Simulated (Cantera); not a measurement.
An isothermal, constant-pressure homogeneous reactor starts with NO : N₂ = 1 : 0.28 (molar parts), at 1500 K and 1.10 bar.

Cantera simulation using GRI-Mech 3.0 (53 species, 325 reactions); the numbers are that mechanism's predictions, not measurements.

### Question
Predict: x(NO) at 20.0 s; x(N₂) at 20.0 s; x(N₂O) at 20.0 s; x(O) at 20.0 s; x(O₂) at 20.0 s.

### Answer
```json
{
 "x(NO) at 20.0 s": "0.592 (gas-phase equilibrium 0.00147)",
 "x(N₂) at 20.0 s": "0.313 (gas-phase equilibrium 0.609)",
 "x(N₂O) at 20.0 s": "0.000117 (gas-phase equilibrium 8.32e-8)",
 "x(O) at 20.0 s": "1.22e-6 (gas-phase equilibrium 2.43e-6)",
 "x(O₂) at 20.0 s": "0.0928 (gas-phase equilibrium 0.390)"
}
```
